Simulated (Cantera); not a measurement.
Input (Python, Cantera):

```python
import numpy as np
import cantera as ct

gas = ct.Solution("h2o2.yaml")
gas.TPX = 350, 11000, {'H2': 1, 'O2': 0.217, 'N2': 0.652}
flame = ct.FreeFlame(gas, width=0.19)
flame.set_refine_criteria(ratio=3, slope=0.08, curve=0.16)
flame.transport_model = "mixture-averaged"
flame.solve(loglevel=0, auto=True)
flame.transport_model = "multicomponent"
flame.soret_enabled = False
flame.solve(loglevel=0, refine_grid=True)
z, T = flame.grid, flame.T
thick = (T[-1] - T[0]) / np.gradient(T, z).max()
show = ['H2', 'O2', 'HO2', 'OH', 'H', 'O']
print(f"laminar burning velocity  {flame.velocity[0] * 100:.3f} cm/s")
print(f"burnt temperature         {T[-1]:.1f} K")
print(f"thermal thickness         {thick * 1e3:.4f} mm")
print(f"grid points               {len(z)}")
z0 = z[flame.heat_release_rate.argmax()]
print(f"{'z/mm':>9s}{'T/K':>9s}{'u/(m/s)':>9s}" + "".join(f"{s:>11s}" for s in show))
rows = []
for k in (-3, -2, -1.5, -1, -0.5, -0.25, 0, 0.25, 0.5, 1, 2, 4, 8):
    zz = z0 + k * thick
    rows.append([k * thick, np.interp(zz, z, T), np.interp(zz, z, flame.velocity),
                 *(np.interp(zz, z, flame.X[gas.species_index(s)]) for s in show)])
    print(f"{rows[-1][0] * 1e3:9.3f}{rows[-1][1]:9.1f}{rows[-1][2]:9.3f}" + "".join(f"{x:11.3e}" for x in rows[-1][3:]))
```

Output:

```
laminar burning velocity  310.606 cm/s
burnt temperature         2108.2 K
thermal thickness         6.8892 mm
grid points               150
     z/mm      T/K  u/(m/s)         H2         O2        HO2         OH          H          O
  -20.667    350.0    3.106  5.350e-01  1.161e-01  6.643e-16  3.574e-19  7.897e-19  6.135e-17
  -13.778    350.0    3.106  5.350e-01  1.161e-01  1.913e-13  4.353e-17  8.024e-17  1.313e-14
  -10.334    350.0    3.106  5.350e-01  1.161e-01  9.624e-12  1.360e-15  8.321e-15  4.158e-13
   -6.889    350.0    3.106  5.350e-01  1.161e-01  4.133e-09  3.582e-13  3.453e-11  8.031e-11
   -3.445    359.3    3.185  5.343e-01  1.161e-01  7.095e-05  2.238e-05  4.185e-05  2.128e-06
   -1.722    602.6    5.267  5.074e-01  1.089e-01  3.926e-05  3.917e-04  1.016e-02  1.318e-04
    0.000   1028.3    8.705  3.741e-01  6.416e-02  1.081e-05  1.152e-03  7.604e-02  2.834e-03
    1.722   1271.5   10.655  2.688e-01  6.567e-03  1.053e-06  1.725e-03  1.215e-01  1.674e-03
    3.445   1357.7   11.320  2.642e-01  6.557e-04  9.716e-08  1.848e-03  1.177e-01  8.167e-04
    6.889   1455.3   12.053  2.729e-01  3.264e-04  4.399e-08  2.291e-03  1.046e-01  7.761e-04
   13.778   1567.6   12.877  2.840e-01  2.842e-04  3.513e-08  2.724e-03  8.834e-02  7.131e-04
   27.557   1686.2   13.727  2.958e-01  2.170e-04  2.590e-08  2.970e-03  7.079e-02  5.717e-04
   55.113   1799.7   14.520  3.071e-01  1.431e-04  1.775e-08  2.905e-03  5.371e-02  3.933e-04
```

Computed with Cantera and the H2/O2 subset of GRI-Mech 3.0, which has no nitrogen chemistry. Burning velocities carry a grid error of a few per cent, more on coarse grids.
